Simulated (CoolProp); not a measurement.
Computed with CoolProp (reference Helmholtz-energy equation of state, Thol 2016).

### Question
Give the vapour pressure (MPa), liquid density (kg/m³), vapour density (kg/m³), enthalpy of vaporisation (kJ/kg) of saturated hexamethyldisiloxane (MM) at 345.9, 363.9 K.

### Answer
```csv
T (K),p (MPa),liquid density (kg/m³),vapour density (kg/m³),enthalpy of vaporisation (kJ/kg)
345.9,0.0418,707,2.44,207
363.9,0.0756,687,4.28,198
```
